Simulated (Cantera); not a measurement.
A freely propagating, adiabatic, planar premixed flame of CH4 : O2 : N2 = 1 : 2.15 : 8.09 (molar parts), equivalence ratio 0.93, unburnt at 300 K and 2.10 bar; mixture-averaged transport, grid criteria slope 0.08 and curve 0.16, no radiation.

Cantera simulation using GRI-Mech 3.0 (53 species, 325 reactions); the numbers are that mechanism's predictions, not measurements. Burning velocities carry a grid error of a few per cent, more on coarse grids.

x: mole fraction of selected species; z is measured from the peak of heat release.

```
z (mm)        T (K)  u (m/s)       x CH4        x O2      x C2H4        x NO         x H       x NO2
-------  ----------  -------  ----------  ----------  ----------  ----------  ----------  ----------
-0.826          300    0.268      0.0889       0.191       <1e-8       <1e-8       <1e-8       <1e-8
-0.550          302    0.270      0.0887       0.191     9.48e-8       <1e-8       <1e-8       <1e-8
-0.413          310    0.277      0.0881       0.190     8.81e-7       <1e-8       <1e-8     1.80e-8
-0.275          387    0.348      0.0834       0.185     1.55e-5     8.03e-8       <1e-8     2.34e-7
-0.138          861    0.784      0.0565       0.146    0.000200     2.19e-6     8.93e-6     7.20e-7
-0.0688  (withheld)     1.19  (withheld)  (withheld)  (withheld)  (withheld)  (withheld)  (withheld)
0              1709     1.57     0.00587      0.0570    0.000218     1.07e-5     0.00146     1.88e-8
0.0688         1870     1.71    0.000213      0.0337     4.47e-6     1.63e-5     0.00288       <1e-8
0.138          1932     1.76     4.19e-6      0.0270     2.71e-8     1.97e-5     0.00287       <1e-8
0.275          2006     1.81       <1e-8      0.0228       <1e-8     2.40e-5     0.00205     1.08e-8
0.550          2077     1.87       <1e-8      0.0195       <1e-8     2.97e-5     0.00107     1.43e-8
1.10           2133     1.92       <1e-8      0.0171       <1e-8     3.75e-5    0.000463     1.96e-8
2.20           2165     1.94       <1e-8  (withheld)       <1e-8  (withheld)  (withheld)  (withheld)
```

Question: Fill in the missing entries.

Answer: 
- -0.0688, T (K): 1301
- -0.0688, x CH4: 0.0302
- -0.0688, x O2: 0.104
- -0.0688, x C2H4: 0.000408
- -0.0688, x NO: 5.77e-6
- -0.0688, x H: 0.000177
- -0.0688, x NO2: 1.73e-7
- 2.20, x O2: 0.0155
- 2.20, x NO: 4.77e-5
- 2.20, x H: 0.000204
- 2.20, x NO2: 2.52e-8
